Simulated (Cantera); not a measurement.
Charge: 1 mol Si₃N₄, 1.7 mol CO₂, 120 mol H₂, equilibrated at 1523.15 K and 0.00825 Torr.

Method: chemical equilibrium by Gibbs-energy minimisation in Cantera with the NASA 1993 tables (ideal gas, pure condensed phases). Candidate condensed phases: C, C₆H₆, C₇H₈, C₈H₁₈, H₂O, Si, SiC, SiO₂, Si₂N₂O, Si₃N₄; 151 gas species. The numbers say what is thermodynamically allowed, not how fast it happens.

Base state: H₂ 0.950, SiO 0.0185, N₂ 0.0159, CO 0.00855, H 0.00680, Si 0.000415 (mole fractions); condensed: SiC(s).

**Question.** What changes in the equilibrium state with this change: temperature from 1523.15 K to 1448.15 K?

**Answer.** 
```csv
species,before,after
H₂,0.950,0.954
SiO,0.0185,0.0187
N₂,0.0159,0.0159
H,0.00680,0.00272
Si,0.000415,5.95e-5
CO,0.00855,0.00839
"SiC(s), mol",0.623,0.646
```
